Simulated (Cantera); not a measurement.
A freely propagating, adiabatic, planar premixed flame of H₂ : O₂ : N₂ = 1 : 0.556 : 1.56 (molar parts), unburnt at 675 K and 1000000 Pa; multicomponent+Soret transport, grid criteria slope 0.08 and curve 0.16, no radiation.

Model: the H2/O2 subset of GRI-Mech 3.0, which has no nitrogen chemistry, integrated in Cantera. The hydrogen kinetics of GRI-Mech 3.0 are dated; newer H2 mechanisms differ, most at raised pressure. Burning velocities carry a grid error of a few per cent, more on coarse grids.

Task: Predict: laminar burning velocity; thermal thickness; peak x(O); peak x(HO₂); peak x(H); peak x(H₂O₂).

Result: 
| Property | Result |
|---|---|
| laminar burning velocity | 891 cm/s |
| thermal thickness | 0.0230 mm |
| peak x(O) | 0.0114 |
| peak x(HO₂) | 0.00156 |
| peak x(H) | 0.0281 |
| peak x(H₂O₂) | 0.000132 |
